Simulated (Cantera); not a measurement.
Input: 1 mol Ti(OiPr)₄, 7.2 mol CH₄, 2.1 mol H₂, held at 875 °C and 1.00 bar.

Cantera equilibrium calculation (NASA polynomials, part measured and part estimated; ideal gas, pure solids and liquids). Candidate condensed phases: C, C₆H₆, C₇H₈, C₈H₁₈, H₂O, Ti, TiC, TiO, TiO₂, Ti₂O₃, Ti₃O₅, Ti₄O₇; 113 gas species. The feed counts by its element totals alone. The numbers say what is thermodynamically allowed, not how fast it happens.

Base state: H₂ 0.917, CO 0.0600, CH₄ 0.0200, H₂O 0.00265, CO₂ 0.000146 (mole fractions); condensed: C(graphite) + TiO₂(rutile).

Q: What changes in the equilibrium state with this change: temperature from 875 °C to 1827 °C?

A: 
```csv
species,before,after
H₂,0.917,0.880
CO,0.0600,0.116
H,6.86e-8,0.00292
CH₄,0.0200,0.000255
C₂H₂ (acetylene),3.41e-8,0.00127
CO₂,0.000146,2.18e-7
CH₃,2.80e-8,1.65e-5
"C(graphite), mol",16.7,14.1
"TiO₂(rutile), mol",1.00,0
"TiC(s), mol",0,1.00
```
TiC: taken at fixed stoichiometry.
